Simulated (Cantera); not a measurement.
An isothermal, constant-pressure homogeneous reactor starts with 3.85 % H₂, 96.2 % O₂, at 1150 K and 280 Pa.

Model: the H2/O2 subset of GRI-Mech 3.0, which has no nitrogen chemistry, integrated in Cantera. Radical loss at walls, strong at low pressure, is not modelled. The temperature is held fixed by assumption; the heat of reaction is taken as removed at once.

x: mole fraction; the columns are a selection and need not sum to one.

| t (s) | x H₂ | x O₂ | x O | x OH | x H₂O₂ |
|---|---|---|---|---|---|
| 0.000400 | 0.0385 | 0.962 | 5.38e-10 | 4.61e-10 | <1e-12 |
| 0.000735 | 0.0385 | 0.962 | 1.54e-9 | 1.20e-9 | <1e-12 |
| 0.00135 | 0.0385 | 0.962 | [?] | [?] | 1.00e-12 |
| 0.00248 | 0.0385 | 0.962 | 2.04e-8 | 1.31e-8 | 3.38e-12 |
| 0.00456 | 0.0385 | 0.962 | 1.84e-7 | 1.15e-7 | 1.14e-11 |
| 0.00838 | 0.0384 | 0.962 | 8.82e-6 | 5.50e-6 | 4.19e-11 |
| 0.0154 | 0.0273 | 0.953 | 0.00563 | 0.00284 | 2.72e-8 |
| 0.0283 | [?] | 0.931 | 0.0261 | 0.00265 | [?] |
| 0.0520 | 0.000515 | 0.931 | 0.0266 | 0.00228 | 1.41e-8 |
| 0.0955 | 0.000492 | 0.932 | 0.0253 | 0.00224 | 1.42e-8 |
| 0.175 | 0.000454 | 0.935 | 0.0231 | 0.00215 | 1.44e-8 |
| 0.322 | 0.000393 | 0.939 | 0.0197 | 0.00200 | 1.47e-8 |
| 0.592 | 0.000305 | 0.944 | 0.0150 | 0.00177 | 1.51e-8 |
| 1.09 | 0.000200 | 0.950 | 0.00964 | 0.00144 | 1.52e-8 |
| 2.00 | 0.000105 | 0.955 | 0.00500 | 0.00104 | 1.45e-8 |

### Question
Some entries are withheld; supply them.

### Answer

- 0.00135, x O: 4.83e-9
- 0.00135, x OH: 3.36e-9
- 0.0283, x H₂: 0.000762
- 0.0283, x H₂O₂: 1.85e-8
